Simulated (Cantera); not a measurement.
# Premixed flame

A freely propagating, adiabatic, planar premixed flame of CH4 : H2 : O2 : N2 : H2O = 1 : 0.031 : 1.83 : 6.89 : 0.36 (molar parts), equivalence ratio 1.1, unburnt at 700 K and 1.00 bar; mixture-averaged transport, grid criteria slope 0.08 and curve 0.16, no radiation.

Model: GRI-Mech 3.0 (53 species, 325 reactions), integrated in Cantera. Burning velocities carry a grid error of a few per cent, more on coarse grids.

```tsv
z (mm)	T (K)	u (m/s)	x CH4	x H2	x O2	x OH	x HO2	x CO2
-0.976	700	1.64	0.0988	0.00424	0.181	<1e-8	1.42e-7	1.04e-7
-0.651	701	1.65	0.0984	0.00639	0.180	<1e-8	1.66e-6	1.72e-6
-0.488	708	1.67	0.0976	0.00927	0.179	3.66e-8	9.61e-6	1.44e-5
-0.325	755	1.79	0.0936	0.0150	0.175	1.54e-6	5.51e-5	0.000178
-0.163	1093	2.63	0.0688	0.0253	0.147	5.31e-5	0.000128	0.00295
-0.0813	1478	3.60	0.0388	0.0310	0.107	0.000440	0.000172	0.00880
0	1849	4.55	0.0101	0.0323	0.0595	0.00263	9.88e-5	0.0194
0.0813	2016	4.97	0.000948	0.0275	0.0298	0.00699	1.76e-5	0.0321
0.163	2061	5.07	4.54e-5	0.0241	0.0187	0.00963	5.90e-6	0.0424
0.325	2101	5.14	1.01e-7	0.0233	0.0132	0.0105	4.04e-6	0.0530
0.651	2151	5.24	<1e-8	0.0228	0.0109	0.0102	3.15e-6	0.0581
1.30	2213	5.37	<1e-8	0.0211	0.00875	0.00937	2.32e-6	0.0605
2.60	2278	5.50	<1e-8	0.0190	0.00644	0.00805	1.57e-6	0.0630
```
x: mole fraction of selected species; z is measured from the peak of heat release.

- laminar burning velocity = 164 cm/s
- thermal thickness = 0.325 mm
- peak x(OH) = 0.0105
- peak x(HO2) = 0.000173
- grid points = 152
